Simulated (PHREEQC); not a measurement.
Dissolve 0.008 mol/kgw Cu(BF4)2, 0.019 mol/kgw H2SO4 and 7.2e-05 mol/kgw NaCl at 25 °C. Closed to the air; pH follows from the charge balance.

All values are PHREEQC results (ion-association model, phreeqc.dat), not measurements.

| quantity | before | after |
|---|---|---|
| pH | 1.64 | 1.74 |
| ionic strength (mol/kgw) | 0.0527 | 0.0454 |
| BF4- (mol/kgw) | 0.0135 | 0.0114 |
| HSO4- (mol/kgw) | 0.00944 | 0.0131 |
| HF (mol/kgw) | 0.00771 | 0.0155 |
| SO4-2 (mol/kgw) | 0.00758 | 0.00436 |
| SI of Halite (NaCl) | -10.04 | -10.10 |

Problem. Which change was made?
A. temperature from 25 to 30 °C
B. diluted 100-fold with water
C. temperature from 25 to 70 °C
D. temperature from 25 to 55 °C
E. temperature from 25 to 10 °C

Solution. C, temperature from 25 to 70 °C

No solid was allowed to form. Constants without temperature data keep their 25 °C values here. Real BF4- forms and hydrolyses slowly; the run takes it at equilibrium.
